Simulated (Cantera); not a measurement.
**Hydrocarbon pyrolysis for carbon deposition**

An isothermal, constant-pressure homogeneous reactor starts with C₂H₄ : H₂ = 1 : 15 (molar parts), at 1425 K and 0.0237 atm.

Detailed kinetics in Cantera: GRI-Mech 3.0 (53 species, 325 reactions). GRI-Mech 3.0 was tuned for natural gas; its chemistry of ethylene as a main component is partial and can be far from experiment. GRI-Mech 3.0 stops at C3 and has no aromatics, soot or wall deposition, so with more carbon than oxygen in the feed, carbon stays in small species such as C2H2 where larger ones or solid carbon would form. Radical loss at walls, strong at low pressure, is not modelled.

```
t (s)       x C₂H₄   x H₂    x C₂H₆      x H     x CH₃
--------  --------  -----  --------  -------  --------
5.00e-5     0.0625  0.938  2.07e-11  1.05e-9    <1e-12
0.000169    0.0625  0.938  1.17e-10  3.85e-9    <1e-12
0.000574    0.0625  0.938  5.28e-10  1.34e-8  1.82e-12
0.00195     0.0624  0.938   2.70e-9  4.59e-8  1.00e-11
0.00660     0.0623  0.938   1.85e-8  1.58e-7  6.98e-11
0.0224      0.0617  0.938   1.56e-7  5.99e-7  5.95e-10
0.0758      0.0593  0.938   1.56e-6  3.65e-6   6.39e-9
0.257       0.0439  0.939   5.94e-6  1.57e-5   5.01e-8
0.871       0.0115  0.940   1.82e-6  2.00e-5   1.12e-7
2.95      0.000813  0.941   1.73e-7  4.54e-5   3.27e-7
10.0      0.000808  0.941   1.73e-7  4.59e-5   4.95e-7
```
x: mole fraction; the columns are a selection and need not sum to one.

Equilibrium at this temperature and pressure: C₂H₄ 0.000749, H₂ 0.936, C₂H₆ 2.65e-7, H 4.29e-5, CH₃ 9.19e-6 (gas phase only).
